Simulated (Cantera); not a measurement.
# Ignition delay

Mixture: CH₄ : O₂ : N₂ = 1 : 2.86 : 10.7 (molar parts), equivalence ratio 0.70, at 5.00 bar, adiabatic and at constant volume. Ignition delay is the time to a rise of 400 K.

Computed with Cantera and GRI-Mech 3.0 (53 species, 325 reactions).

| T0 (K) | delay (ms) |
|---|---|
| 1300 | 2.32 |
| 1400 | 0.755 |
| 1500 | 0.274 |
| 1600 | 0.111 |
| 1700 | 0.0501 |
| 1800 | 0.0251 |
| 1900 | 0.0137 |
| 2000 | 0.00810 |
| 2100 | 0.00508 |
| 2200 | 0.00335 |

```yaml
apparent activation energy between 2000 and 2200 K: 160 kJ/mol
```
